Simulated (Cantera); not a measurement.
Charge: 1 mol Al(CH3)3, 2 mol O2, 3.2 mol N2, held at 1373.15 K and 0.0133 bar.

Method: chemical equilibrium by Gibbs-energy minimisation in Cantera with the NASA 1993 tables (ideal gas, pure condensed phases). Candidate condensed phases: Al, AlN, Al2O3, C, C6H6, C7H8, C8H18, H2O; 148 gas species. The feed counts by its element totals alone. Equilibrium is a limit: real reactors are often held back by kinetics, nucleation or transport.

Base state: H2 0.441, N2 0.314, CO 0.245, HCN 0.000148, H 1.92e-5, CH4 1.30e-5 (mole fractions); condensed: Al2O3(s) + C(graphite).

**Question.** What changes in the equilibrium state with this change: pressure from 0.0133 bar to 0.000570 bar?

**Answer.** 
| species | before | after |
|---|---|---|
| H2 | 0.441 | 0.437 |
| N2 | 0.314 | 0.305 |
| CO | 0.245 | 0.258 |
| CH4 | 1.30e-5 | 5.47e-7 |
| H | 1.92e-5 | 9.24e-5 |
| Al2O3(s), mol | 0.500 | 0.448 |
| C(graphite), mol | 0.498 | 0.343 |
| AlN(s), mol | 0 | 0.104 |
Mutual solubility and eutectic melting of coexisting phases are not modelled.

**Question.** What changes in the equilibrium state with this change: temperature from 1373.15 K to 1898 K?

**Answer.** 
```json
[
 {"species": "H2", "before": "0.441", "after": "0.421"},
 {"species": "N2", "before": "0.314", "after": "0.288"},
 {"species": "CO", "before": "0.245", "after": "0.282"},
 {"species": "Al", "before": "<1e-9", "after": "0.00323"},
 {"species": "Al2O", "before": "<1e-9", "after": "0.00179"},
 {"species": "AlH", "before": "<1e-9", "after": "8.56e-5"},
 {"species": "AlOH", "before": "<1e-9", "after": "1.55e-5"},
 {"species": "CH4", "before": "1.30e-5", "after": "5.00e-8"},
 {"species": "Al2O3(s), mol", "before": "0.500", "after": "0.327"},
 {"species": "C(graphite), mol", "before": "0.498", "after": "0"},
 {"species": "AlN(s), mol", "before": "0", "after": "0.272"}
]
```
Mutual solubility and eutectic melting of coexisting phases are not modelled. The tables' values for AlOH are old estimates; treat these amounts as uncertain. Condensed phases not in the tables: aluminium oxynitride.

**Question.** What changes in the equilibrium state with this change: temperature from 1373.15 K to 2050 K?

**Answer.** 
| species | before | after |
|---|---|---|
| H2 | 0.441 | 0.400 |
| N2 | 0.314 | 0.289 |
| CO | 0.245 | 0.271 |
| Al | <1e-9 | 0.0148 |
| Al2O | <1e-9 | 0.0113 |
| H | 1.92e-5 | 0.0124 |
| AlH | <1e-9 | 0.000272 |
| AlOH | <1e-9 | 7.93e-5 |
| CH4 | 1.30e-5 | 3.87e-9 |
| Al2O3(s), mol | 0.500 | 0.291 |
| C(graphite), mol | 0.498 | 0 |
The tables' values for AlOH are old estimates; treat these amounts as uncertain.
